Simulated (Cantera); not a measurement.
A Cantera script and what it prints.

```python
import numpy as np
import cantera as ct

gas_names = """
    H2O H2
""".split()
cond_names = """
    Zr(a) Zr(b) Zr(L) ZrO2(a) ZrO2(b) ZrO2(L)
""".split()


# ... load() reads the species with a 1 bar reference pressure and builds the phases ...
species = {s.name: s for s in load("nasa_gas.yaml", gas_names) + load("nasa_condensed.yaml", cond_names)}
# Each term lists the table entries of one substance; the one whose range holds T is used.
reactions = {
    '2 H2O(g) + Zr = 2 H2(g) + ZrO2':
        [(-2, ['H2O']), (-1, ['Zr(a)', 'Zr(b)', 'Zr(L)']), (2, ['H2']), (1, ['ZrO2(a)', 'ZrO2(b)', 'ZrO2(L)'])],
}


def pick(names, T):
    return next(species[n] for n in names if species[n].thermo.min_temp <= T <= species[n].thermo.max_temp)


results = []
for label, terms in reactions.items():
    print(label)
    print("     T/K   dH/kJ  dS/(J/K)   dG/kJ   log10 K")
    for T in [2175, 2275, 2375, 2475, 2575, 2675]:
        used = [(nu, pick(names, T)) for nu, names in terms]
        dH = sum(nu * s.thermo.h(T) for nu, s in used) / 1e6
        dS = sum(nu * s.thermo.s(T) for nu, s in used) / 1e3
        dG = dH - T * dS / 1e3
        logK = -dG * 1e6 / (ct.gas_constant * T * np.log(10))
        results.append((label, T, dH, dS, dG, logK, [s.name for _, s in used]))
        print(f"{T:8g} {dH:8.1f} {dS:8.1f} {dG:8.1f} {logK:8.2f}")
```

It prints:

```
2 H2O(g) + Zr = 2 H2(g) + ZrO2
     T/K   dH/kJ  dS/(J/K)   dG/kJ   log10 K
    2175   -597.9    -69.7   -446.3    10.72
    2275   -598.3    -69.9   -439.3    10.09
    2375   -598.8    -70.1   -432.3     9.51
    2475   -599.3    -70.3   -425.3     8.98
    2575   -599.8    -70.5   -418.3     8.48
    2675   -600.4    -70.7   -411.2     8.03
```

Cantera with NASA thermochemical tables; ideal gases at 1 bar, condensed phases pure. Condensed species are held in their standard states even where they would react or evaporate.
